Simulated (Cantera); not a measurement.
A closed system holds: 1 mol CaO, 4.3 mol HBr, 25 mol N2, at 1775 K and 0.100 bar.

Method: chemical equilibrium by Gibbs-energy minimisation in Cantera with the NASA 1993 tables (ideal gas, pure condensed phases). Candidate condensed phases: Br2, Ca, CaBr2, CaO, Ca(OH)2, H2O; 34 gas species. Equilibrium is a limit: real reactors are often held back by kinetics, nucleation or transport.

Base state: N2 0.844, HBr 0.0566, CaBr2 0.0338, H2O 0.0337, Br 0.0210, H2 0.0105, H 9.39e-5, Br2 4.13e-5 (mole fractions); condensed: gas only.

Task: What changes in the equilibrium state with this change: HBr from 4.3 to 5.7 mol?

Result: 
| species | before | after |
|---|---|---|
| N2 | 0.844 | 0.803 |
| HBr | 0.0566 | 0.0900 |
| CaBr2 | 0.0338 | 0.0321 |
| Br | 0.0210 | 0.0286 |
| H2 | 0.0105 | 0.0144 |
| H2O | 0.0337 | 0.0321 |
| Br2 | 4.13e-5 | 7.67e-5 |
| OH | 1.88e-5 | 1.53e-5 |
| H | 9.39e-5 | 0.000110 |
